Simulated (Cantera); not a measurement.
What does this Cantera script print?

```python
import numpy as np
import cantera as ct

gas = ct.Solution("h2o2.yaml")
gas.TPX = 675, 110000, {'H2': 0.79, 'O2': 0.568, 'N2': 2.14, 'H2O': 0.4}
flame = ct.FreeFlame(gas, width=0.037)
flame.set_refine_criteria(ratio=3, slope=0.08, curve=0.16)
flame.transport_model = "mixture-averaged"
flame.solve(loglevel=0, auto=True)
z, T = flame.grid, flame.T
thick = (T[-1] - T[0]) / np.gradient(T, z).max()
show = ['H2', 'O2', 'H2O', 'H', 'H2O2', 'O']
print(f"laminar burning velocity  {flame.velocity[0] * 100:.3f} cm/s")
print(f"burnt temperature         {T[-1]:.1f} K")
print(f"thermal thickness         {thick * 1e3:.4f} mm")
print(f"grid points               {len(z)}")
z0 = z[flame.heat_release_rate.argmax()]
print(f"{'z/mm':>9s}{'T/K':>9s}{'u/(m/s)':>9s}" + "".join(f"{s:>11s}" for s in show))
rows = []
for k in (-3, -2, -1.5, -1, -0.5, -0.25, 0, 0.25, 0.5, 1, 2, 4, 8):
    zz = z0 + k * thick
    rows.append([k * thick, np.interp(zz, z, T), np.interp(zz, z, flame.velocity),
                 *(np.interp(zz, z, flame.X[gas.species_index(s)]) for s in show)])
    print(f"{rows[-1][0] * 1e3:9.3f}{rows[-1][1]:9.1f}{rows[-1][2]:9.3f}" + "".join(f"{x:11.3e}" for x in rows[-1][3:]))
```

It prints:

```
laminar burning velocity  527.100 cm/s
burnt temperature         2091.1 K
thermal thickness         0.3772 mm
grid points               110
     z/mm      T/K  u/(m/s)         H2         O2        H2O          H       H2O2          O
   -1.132    675.0    5.271  2.027e-01  1.457e-01  1.026e-01  4.744e-15  4.627e-13  1.852e-14
   -0.754    675.0    5.271  2.026e-01  1.457e-01  1.026e-01  5.442e-13  1.677e-11  1.720e-12
   -0.566    675.0    5.270  2.025e-01  1.457e-01  1.026e-01  1.238e-10  4.691e-10  1.618e-10
   -0.377    675.2    5.267  2.018e-01  1.459e-01  1.028e-01  4.015e-08  2.133e-08  1.420e-08
   -0.189    700.5    5.400  1.905e-01  1.468e-01  1.059e-01  9.553e-05  8.823e-06  1.067e-05
   -0.094    878.5    6.612  1.575e-01  1.421e-01  1.277e-01  2.323e-03  2.396e-05  2.933e-04
    0.000   1218.4    8.947  9.375e-02  1.147e-01  1.909e-01  1.268e-02  1.100e-05  3.127e-03
    0.094   1480.8   10.764  4.184e-02  7.805e-02  2.560e-01  2.028e-02  5.260e-06  7.389e-03
    0.189   1624.1   11.742  2.457e-02  6.273e-02  2.822e-01  1.837e-02  3.068e-06  8.472e-03
    0.377   1768.9   12.695  1.744e-02  5.603e-02  2.977e-01  1.181e-02  1.578e-06  7.031e-03
    0.754   1894.0   13.487  1.226e-02  5.284e-02  3.100e-01  5.921e-03  8.718e-07  4.619e-03
    1.509   1987.7   14.063  7.229e-03  5.086e-02  3.207e-01  2.375e-03  5.343e-07  2.562e-03
    3.018   2046.7   14.418  3.561e-03  5.001e-02  3.282e-01  7.662e-04  3.415e-07  1.222e-03
```

Computed with Cantera and the H2/O2 subset of GRI-Mech 3.0, which has no nitrogen chemistry. Burning velocities carry a grid error of a few per cent, more on coarse grids. Lean hydrogen flames are cellular in practice and burn faster than this planar one.
